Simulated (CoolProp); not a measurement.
Vapour-liquid equilibrium of propylene (1) + dimethyl ether (2) at 0.037 MPa; x and y are mole fractions of (1).

The numbers come from the multi-fluid Helmholtz-energy mixture model, Lemmon 2013 and Wu 2011; pair parameters Bell 2016 in CoolProp.

```csv
x,bubble temperature (K),y at the bubble point,dew temperature at overall composition x (K),liquid density (mol/L)
0.05,224.9,0.170,226.7,16.52
0.125,221.7,0.357,225.6,16.44
0.2,219.0,0.491,224.4,16.34
0.275,216.8,0.591,223.2,16.24
0.35,215.0,0.667,221.8,16.12
0.425,213.4,0.727,220.4,16.00
0.5,212.0,0.776,218.8,15.88
0.575,210.8,0.818,217.2,15.76
0.65,209.7,0.855,215.4,15.63
0.725,208.7,0.888,213.4,15.51
0.8,207.8,0.919,211.3,15.39
0.875,207.0,0.949,209.1,15.26
0.95,206.1,0.980,206.9,15.15
```

No azeotrope shows between x = 0.05 and 0.95.

Pair parameters are fitted to limited data, so mixtures are less certain than the pure fluids.
